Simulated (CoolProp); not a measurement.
Vapour-liquid equilibrium of propylene (1) + 1-butene (2) at -24.35 °C; x and y are mole fractions of (1).

Computed with CoolProp (multi-fluid Helmholtz-energy mixture model, Lemmon 2013 and Lemmon 2005; pair parameters Bell 2016).

```json
[
 {"x": "0.05", "bubble pressure (bar)": "0.5769", "y at the bubble point": "0.217", "dew pressure at overall composition x (bar)": "0.4933", "liquid density (mol/L)": "11.62"},
 {"x": "0.125", "bubble pressure (bar)": "0.7334", "y at the bubble point": "0.428", "dew pressure at overall composition x (bar)": "0.5276", "liquid density (mol/L)": "11.77"},
 {"x": "0.2", "bubble pressure (bar)": "0.8904", "y at the bubble point": "0.566", "dew pressure at overall composition x (bar)": "0.5671", "liquid density (mol/L)": "11.93"},
 {"x": "0.275", "bubble pressure (bar)": "1.048", "y at the bubble point": "0.663", "dew pressure at overall composition x (bar)": "0.6128", "liquid density (mol/L)": "12.09"},
 {"x": "0.35", "bubble pressure (bar)": "1.206", "y at the bubble point": "0.735", "dew pressure at overall composition x (bar)": "0.6665", "liquid density (mol/L)": "12.26"},
 {"x": "0.425", "bubble pressure (bar)": "1.364", "y at the bubble point": "0.791", "dew pressure at overall composition x (bar)": "0.7305", "liquid density (mol/L)": "12.42"},
 {"x": "0.5", "bubble pressure (bar)": "1.524", "y at the bubble point": "0.836", "dew pressure at overall composition x (bar)": "0.8078", "liquid density (mol/L)": "12.59"},
 {"x": "0.575", "bubble pressure (bar)": "1.684", "y at the bubble point": "0.873", "dew pressure at overall composition x (bar)": "0.9032", "liquid density (mol/L)": "12.77"},
 {"x": "0.65", "bubble pressure (bar)": "1.845", "y at the bubble point": "0.903", "dew pressure at overall composition x (bar)": "1.024", "liquid density (mol/L)": "12.94"},
 {"x": "0.725", "bubble pressure (bar)": "2.007", "y at the bubble point": "0.929", "dew pressure at overall composition x (bar)": "1.181", "liquid density (mol/L)": "13.12"},
 {"x": "0.8", "bubble pressure (bar)": "2.171", "y at the bubble point": "0.952", "dew pressure at overall composition x (bar)": "1.393", "liquid density (mol/L)": "13.30"},
 {"x": "0.875", "bubble pressure (bar)": "2.336", "y at the bubble point": "0.972", "dew pressure at overall composition x (bar)": "1.696", "liquid density (mol/L)": "13.48"},
 {"x": "0.95", "bubble pressure (bar)": "2.503", "y at the bubble point": "0.989", "dew pressure at overall composition x (bar)": "2.156", "liquid density (mol/L)": "13.67"}
]
```

No azeotrope shows between x = 0.05 and 0.95.

The pair parameters rest on a limited set of measurements; away from them the model extrapolates.
